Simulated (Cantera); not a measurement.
## Adiabatic ignition

An adiabatic, constant-volume homogeneous reactor starts with H2 : O2 : N2 = 0.79 : 0.556 : 2.09 (molar parts), equivalence ratio 0.71, at 1150 K and 1800 Torr.

Detailed kinetics in Cantera: GRI-Mech 3.0 (53 species, 325 reactions). The hydrogen kinetics of GRI-Mech 3.0 are dated; newer H2 mechanisms differ, most at raised pressure.

| t (s) | T (K) | P (bar) | x H2 | x O2 | x HO2 | x H2O | x NO |
|---|---|---|---|---|---|---|---|
| 2.00e-6 | 1150 | 2.40 | 0.230 | 0.162 | 6.82e-9 | 4.02e-9 | <1e-12 |
| 1.03e-5 | 1150 | 2.40 | 0.230 | 0.162 | 3.73e-7 | 7.38e-7 | <1e-12 |
| 5.28e-5 | 2841 | 5.35 | 0.0116 | 0.0490 | 2.41e-5 | 0.228 | 0.000694 |
| 0.000271 | 2833 | 5.33 | 0.0115 | 0.0460 | 2.26e-5 | 0.229 | 0.00741 |
| 0.00139 | 2822 | 5.30 | 0.0115 | 0.0425 | 2.08e-5 | 0.230 | 0.0154 |
| 0.00717 | 2821 | 5.30 | 0.0115 | 0.0424 | 2.08e-5 | 0.230 | 0.0157 |
| 0.0368 | 2821 | 5.30 | 0.0115 | 0.0424 | 2.08e-5 | 0.230 | 0.0157 |
| 0.189 | 2821 | 5.30 | 0.0115 | 0.0424 | 2.08e-5 | 0.230 | 0.0157 |
| 0.973 | 2821 | 5.30 | 0.0115 | 0.0424 | 2.08e-5 | 0.230 | 0.0157 |
| 5.00 | 2821 | 5.30 | 0.0115 | 0.0424 | 2.08e-5 | 0.230 | 0.0157 |
x: mole fraction; the columns are a selection and need not sum to one.

```
Quantity                                                             Value
---------------------------------  ---------------------------------------
time of steepest temperature rise                                  32.1 µs
temperature at 5.00 s                                               2821 K
equilibrium temperature                                             2821 K
x(H2) at 5.00 s                      0.0115 (gas-phase equilibrium 0.0115)
x(O2) at 5.00 s                      0.0424 (gas-phase equilibrium 0.0424)
x(HO2) at 5.00 s                   2.08e-5 (gas-phase equilibrium 2.08e-5)
```
